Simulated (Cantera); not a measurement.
An isothermal, constant-pressure homogeneous reactor starts with 0.130 % CO, 4.19 % O₂, 2.52 % H₂O, 93.2 % N₂, at 1500 K and 5.00 bar.

Detailed kinetics in Cantera: GRI-Mech 3.0 (53 species, 325 reactions).

Problem. Predict: x(CO) at 100 s; x(O₂) at 100 s; x(H₂O) at 100 s; x(NO) at 100 s; x(H₂) at 100 s; x(OH) at 100 s; x(N₂O) at 100 s.

Solution. 
```json
{
  "x(CO) at 100 s": "1.41e-8 (gas-phase equilibrium 1.42e-8)",
  "x(O₂) at 100 s": "0.0413 (gas-phase equilibrium 0.0410)",
  "x(H₂O) at 100 s": "0.0252 (gas-phase equilibrium 0.0252)",
  "x(NO) at 100 s": "6.36e-6 (gas-phase equilibrium 0.000591)",
  "x(H₂) at 100 s": "1.05e-7 (gas-phase equilibrium 1.06e-7)",
  "x(OH) at 100 s": "1.75e-5 (gas-phase equilibrium 1.75e-5)",
  "x(N₂O) at 100 s": "8.83e-8 (gas-phase equilibrium 8.81e-8)"
}
```
